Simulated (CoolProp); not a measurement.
Model: reference Helmholtz-energy equation of state, Schroeder 2014, in CoolProp.

Problem. For ethanol, give the phase and the density (kg/m³), cp (kJ/(kg K)), expansivity (1/kK), conductivity (mW/(m K)) at 547.9 K and 19.3 MPa.

Solution. 
- 547.9 K and 19.3 MPa: supercritical; density 481, cp 4.91, expansivity 5.15, conductivity 136

Thermal conductivity comes from a separate model (Assael 2013).
